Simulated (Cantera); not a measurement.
A closed system holds: 1 mol HgO, 0.086 mol H2, equilibrated at 1473 K and 293 Torr.

Method: chemical equilibrium by Gibbs-energy minimisation in Cantera with the NASA 1993 tables (ideal gas, pure condensed phases). Candidate condensed phases: H2O, Hg, HgO; 10 gas species. Rates play no part.

Base state: Hg 0.648, O2 0.296, H2O 0.0557, OH 6.34e-5 (mole fractions); condensed: gas only.

Question: What changes in the equilibrium state with this change: H2 from 0.086 to 0.73 mol?

Answer: 
```tsv
species	before	after
Hg	0.648	0.536
H2O	0.0557	0.391
O2	0.296	0.0724
OH	6.34e-5	0.000118
```
